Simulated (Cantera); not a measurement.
Charge: 1 mol B2O3, 2.4 mol HF, 8.4 mol H2, held at 1498 K and 0.000190 bar.

These are equilibrium values from Cantera (NASA tables, ideal gas, pure condensed phases), not measurements of a reactor. Candidate condensed phases: B, B2O3, B3O3H3, H2O; 43 gas species. Equilibrium is a limit: real reactors are often held back by kinetics, nucleation or transport.

Base state: H2 0.711, BOF 0.134, HF 0.0691, H2O 0.0505, HBO2 0.0334, H 0.00105, B2O3 0.000811, HBO 0.000254 (mole fractions); condensed: gas only.

Problem. What changes in the equilibrium state with this change: temperature from 1498 K to 1473 K?

Solution. 
```csv
species,before,after
H2,0.711,0.711
BOF,0.134,0.134
HF,0.0691,0.0689
H,0.00105,0.000774
H2O,0.0505,0.0507
HBO2,0.0334,0.0333
BF3,2.24e-5,3.05e-5
HBO,0.000254,0.000215
```
